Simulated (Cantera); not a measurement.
An isothermal, constant-pressure homogeneous reactor starts with 0.105 % CO, 2.96 % O2, 1.43 % H2O, 95.5 % N2, equivalence ratio 0.018, at 1300 K and 5.90 bar.

Cantera simulation using GRI-Mech 3.0 (53 species, 325 reactions); the numbers are that mechanism's predictions, not measurements.

x: mole fraction; the columns are a selection and need not sum to one.

```json
[
 {"t (s)": "0.000300", "x CO": "0.00105", "x O2": "0.0296", "x H2O": "0.0143", "x CO2": "1.16e-7", "x HO2": "?", "x NO": "<1e-12"},
 {"t (s)": "0.000683", "x CO": "0.00105", "x O2": "0.0296", "x H2O": "0.0143", "x CO2": "3.93e-6", "x HO2": "?", "x NO": "<1e-12"},
 {"t (s)": "0.00155", "x CO": "0.000881", "x O2": "0.0295", "x H2O": "0.0143", "x CO2": "0.000170", "x HO2": "?", "x NO": "9.06e-11"},
 {"t (s)": "0.00354", "x CO": "0.000495", "x O2": "0.0293", "x H2O": "0.0143", "x CO2": "0.000556", "x HO2": "?", "x NO": "7.24e-10"},
 {"t (s)": "0.00805", "x CO": "0.000180", "x O2": "0.0292", "x H2O": "0.0143", "x CO2": "0.000871", "x HO2": "?", "x NO": "1.91e-9"},
 {"t (s)": "0.0183", "x CO": "3.90e-5", "x O2": "0.0291", "x H2O": "0.0143", "x CO2": "0.00101", "x HO2": "?", "x NO": "3.15e-9"},
 {"t (s)": "0.0417", "x CO": "5.33e-6", "x O2": "0.0291", "x H2O": "0.0143", "x CO2": "0.00105", "x HO2": "?", "x NO": "4.03e-9"},
 {"t (s)": "0.0949", "x CO": "4.62e-7", "x O2": "0.0291", "x H2O": "0.0143", "x CO2": "0.00105", "x HO2": "?", "x NO": "4.48e-9"},
 {"t (s)": "0.216", "x CO": "1.25e-8", "x O2": "0.0291", "x H2O": "0.0143", "x CO2": "0.00105", "x HO2": "5.18e-9", "x NO": "4.68e-9"},
 {"t (s)": "0.491", "x CO": "4.00e-10", "x O2": "0.0291", "x H2O": "0.0143", "x CO2": "0.00105", "x HO2": "5.03e-9", "x NO": "4.79e-9"},
 {"t (s)": "1.12", "x CO": "3.91e-10", "x O2": "0.0291", "x H2O": "0.0143", "x CO2": "0.00105", "x HO2": "5.02e-9", "x NO": "4.91e-9"},
 {"t (s)": "2.55", "x CO": "3.91e-10", "x O2": "0.0291", "x H2O": "0.0143", "x CO2": "0.00105", "x HO2": "5.02e-9", "x NO": "5.16e-9"},
 {"t (s)": "5.79", "x CO": "3.91e-10", "x O2": "0.0291", "x H2O": "0.0143", "x CO2": "0.00105", "x HO2": "5.02e-9", "x NO": "5.72e-9"},
 {"t (s)": "13.2", "x CO": "3.91e-10", "x O2": "0.0291", "x H2O": "0.0143", "x CO2": "0.00105", "x HO2": "5.02e-9", "x NO": "7.01e-9"},
 {"t (s)": "30.0", "x CO": "3.91e-10", "x O2": "0.0291", "x H2O": "0.0143", "x CO2": "0.00105", "x HO2": "5.02e-9", "x NO": "9.95e-9"}
]
```

Q: Some entries are withheld; supply them.

A: 
- 0.000300, x HO2: 3.84e-8
- 0.000683, x HO2: 1.07e-6
- 0.00155, x HO2: 4.02e-6
- 0.00354, x HO2: 2.59e-6
- 0.00805, x HO2: 1.06e-6
- 0.0183, x HO2: 2.54e-7
- 0.0417, x HO2: 4.07e-8
- 0.0949, x HO2: 8.26e-9
